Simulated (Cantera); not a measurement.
An isothermal, constant-pressure homogeneous reactor starts with NO : N2 = 1 : 0.23 (molar parts), at 2000 K and 0.0701 atm. Integrator tolerance rtol = 1e-08.

Computed with Cantera and GRI-Mech 3.0 (53 species, 325 reactions).

### Question
What does this change do: temperature 2000 to 1725 K?

### Answer
```csv
quantity,before,after
x(NO) at 80.0 s,0.00920 (gas-phase equilibrium 0.00918),0.319 (gas-phase equilibrium 0.00385)
x(O) at 80.0 s,0.00160 (gas-phase equilibrium 0.00160),0.000111 (gas-phase equilibrium 0.000139)
x(N2O) at 80.0 s,1.19e-7 (gas-phase equilibrium 1.19e-7),3.18e-5 (gas-phase equilibrium 5.17e-8)
x(N2) at 80.0 s,0.588 (gas-phase equilibrium 0.588),0.434 (gas-phase equilibrium 0.592)
x(NO2) at 80.0 s,5.83e-6 (gas-phase equilibrium 5.82e-6),0.000269 (gas-phase equilibrium 4.20e-6)
x(O2) at 80.0 s,0.401 (gas-phase equilibrium 0.401),0.247 (gas-phase equilibrium 0.404)
```
